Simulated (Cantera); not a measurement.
Input: 1 mol TEOS, a varied amount of O2, 13 mol H2, at 1975 K and 1.00 Torr.

These are equilibrium values from Cantera (NASA tables, ideal gas, pure condensed phases), not measurements of a reactor. Candidate condensed phases: C, C6H6, C7H8, C8H18, H2O, Si, SiC, SiO2; 123 gas species. The feed counts by its element totals alone. The numbers say what is thermodynamically allowed, not how fast it happens.

Problem. At 0.68 mol O2, list the 4 most abundant gas species with their mole fractions, and the condensed phases.

Solution. H2 0.779, CO 0.184, H 0.0331, SiO 0.00162. Condensed: C(graphite) + SiC(s).
